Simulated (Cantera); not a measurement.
What does this Cantera script print?

```python
import numpy as np
import cantera as ct

gas_names = """
    C CO CO2 C2 C2O C3 C3O2 C4 C5 O O2 O3 Ta TaO TaO2
""".split()
cond_names = """
    C(gr) Ta(cr) Ta(L) TaC(s) TaC(L) Ta2O5(s) Ta2O5(L)
""".split()


# ... load() reads the species with a 1 bar reference pressure and builds the phases ...
atoms = {
    'Ta': {'Ta': 1},
    'CO2': {'C': 1, 'O': 2},
}
top_T = {'C(gr)': 4500}  # K; cautious upper limits of use, not melting points


# ... equilibrate(T, P, feed) seeds the gas with the atoms and calls Mixture.equilibrate('TP', solver="vcs", rtol=1e-11, max_steps=5000) ...
results = []
feed = {'Ta': 1, 'CO2': 1.5}  # mol
T = 948  # K
P = 630000  # Pa
mix = equilibrate(T, P, feed)
results.append((T, P, feed, dict(zip(mix.species_names, mix.species_moles))))
print(gas.report(threshold=0.001))
for i in range(1, mix.n_phases):
    print(f"{mix.phase(i).name:16s} {mix.phase_moles(i):12.5e} mol")
```

Output:

```
       temperature   948 K
          pressure   6.3e+05 Pa
           density   3.1862 kg/m^3
  mean mol. weight   39.863 kg/kmol
   phase of matter   gas

                          1 kg             1 kmol
                     ---------------   ---------------
          enthalpy       -7.3337e+06       -2.9234e+08  J
   internal energy       -7.5314e+06       -3.0023e+08  J
           entropy            6199.8        2.4715e+05  J/K
    Gibbs function       -1.3211e+07       -5.2664e+08  J
 heat capacity c_p            1210.8             48265  J/K
 heat capacity c_v            1002.2             39951  J/K

                      mass frac. Y      mole frac. X     chem. pot. / RT
                     ---------------   ---------------   ---------------
                CO           0.18207           0.25912           -38.996
               CO2           0.81793           0.74088           -76.544
     [  +13 minor]        3.0426e-14        1.7828e-14

C(gr)             1.21279e+00 mol
Ta(cr)            0.00000e+00 mol
TaC(s)            0.00000e+00 mol
Ta2O5(s)          5.00000e-01 mol
```

Cantera equilibrium calculation (NASA polynomials, part measured and part estimated; ideal gas, pure solids and liquids).
